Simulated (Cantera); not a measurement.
An isothermal, constant-pressure homogeneous reactor starts with 8.33 % NO, 91.7 % N2, at 2050 K and 4700 Pa.

Computed with Cantera and GRI-Mech 3.0 (53 species, 325 reactions). Radical loss at walls, strong at low pressure, is not modelled.

Task: Predict: x(NO) at 2.00 s; x(O2) at 2.00 s; x(NO2) at 2.00 s; x(N2) at 2.00 s; x(N2O) at 2.00 s; x(O) at 2.00 s.

Result: 
```
Quantity                                              Value
----------------  -----------------------------------------
x(NO) at 2.00 s      0.0743 (gas-phase equilibrium 0.00418)
x(O2) at 2.00 s      0.00434 (gas-phase equilibrium 0.0391)
x(NO2) at 2.00 s    3.99e-6 (gas-phase equilibrium 6.20e-7)
x(N2) at 2.00 s         0.921 (gas-phase equilibrium 0.956)
x(N2O) at 2.00 s    2.41e-6 (gas-phase equilibrium 5.59e-8)
x(O) at 2.00 s    0.000350 (gas-phase equilibrium 0.000893)
```
